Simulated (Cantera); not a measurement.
## Thermodynamics of carbon deposition, reforming and gasification, feed CH3OH + CO2 + H2

A closed system holds: 1 mol CH3OH, 0.52 mol CO2, 1.9 mol H2, held at 0.100 bar.

Cantera equilibrium calculation (NASA polynomials, part measured and part estimated; ideal gas, pure solids and liquids). Candidate condensed phases: C, C6H6, C7H8, C8H18, H2O; 110 gas species. Equilibrium is a limit: real reactors are often held back by kinetics, nucleation or transport.

```tsv
T (°C)	x H2	x H	x CO	x H2O	x CO2	x OH
927	0.645	5.01e-7	0.259	0.0743	0.0217	4.61e-10
1127	0.639	1.23e-5	0.265	0.0805	0.0154	3.08e-8
1327	0.635	0.000137	0.269	0.0841	0.0118	7.10e-7
1527	0.633	0.000901	0.271	0.0862	0.00966	8.11e-6
1727	0.629	0.00408	0.272	0.0874	0.00824	5.66e-5
1927	0.620	0.0140	0.271	0.0877	0.00727	0.000277
2127	0.599	0.0389	0.268	0.0864	0.00655	0.00103
2327	0.557	0.0906	0.261	0.0820	0.00595	0.00309
2527	0.485	0.180	0.248	0.0720	0.00529	0.00752
2727	0.383	0.309	0.229	0.0533	0.00430	0.0143
```
x: gas mole fraction; nothing condenses.

From 927 °C to 2727 °C nothing is condensed. The main C-bearing gas is CO throughout.
